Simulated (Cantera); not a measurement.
Catalytic stagnation flow on Pt

A jet of 3.14 % H2, 8.40 % O2, 88.5 % N2, equivalence ratio 0.19 at 300 K and 3400 Pa hits a platinum plate 3.1 cm away at a mass flux of 0.11 kg/m²/s; the plate temperature is set and raised in steps from an oxygen-covered start.

Cantera simulation using Deutschmann's 1995 Pt surface mechanism with GRI-Mech 3.0 gas chemistry; the numbers are that mechanism's predictions, not measurements. Catalytic surfaces can have several steady states; this one follows from the mechanism file's or the stated starting coverage.

```
plate T (K)  wall x H2  wall x O2  wall x H2O  wall x OH  θ free Pt   θ O*    θ OH*
-----------  ---------  ---------  ----------  ---------  ---------  -----  -------
600            0.00495     0.0554      0.0516      <1e-8      0.147  0.847  0.00648
650            0.00494     0.0555      0.0512      <1e-8      0.153  0.842  0.00432
700            0.00491     0.0556      0.0509      <1e-8      0.161  0.836  0.00305
750            0.00474     0.0555      0.0509      <1e-8      0.174  0.823  0.00229
800            0.00429     0.0552      0.0514      <1e-8      0.203  0.795  0.00183
850            0.00367     0.0546      0.0524    1.84e-8      0.251  0.748  0.00154
900            0.00310     0.0541      0.0532    5.96e-8      0.312  0.686  0.00133
950            0.00267     0.0537      0.0538    1.69e-7      0.380  0.619  0.00114
```
x: mole fraction at the wall; θ: surface coverage.
